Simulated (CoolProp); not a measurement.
A simple Rankine cycle with propane: condensing at 296.15 K, boiler at 3.57 MPa, turbine inlet 365.2 K, turbine efficiency 0.85, pump efficiency 0.6, no recuperator. Each further row changes one setting.

The numbers come from the reference Helmholtz-energy equation of state, Lemmon 2009 in CoolProp.

```
case                             thermal efficiency (%)  net work (kJ/kg)  heat in (kJ/kg)  turbine exit temperature (K)  volume ratio over the turbine
-------------------------------  ----------------------  ----------------  ---------------  ----------------------------  -----------------------------
as stated                                          10.9              41.2              380                         296.1                           4.72
turbine inlet 385.2 K                              11.6              51.8              447                             ?                           4.27
condensing temperature 288.15 K                    12.2              49.0              401                         288.2                              ?
boiler pressure 2.5 MPa                             9.2              39.9              431                             ?                           2.87
turbine efficiency 0.75                             9.3              35.3              380                             ?                           4.80
```

**Question.** Some entries are withheld; supply them.

**Answer.** 
- turbine inlet 385.2 K, turbine exit temperature (K): 324.7
- condensing temperature 288.15 K, volume ratio over the turbine: 5.83
- boiler pressure 2.5 MPa, turbine exit temperature (K): 322.7
- turbine efficiency 0.75, turbine exit temperature (K): 298.9

The expansion ends wet for: as stated; condensing temperature 288.15 K.
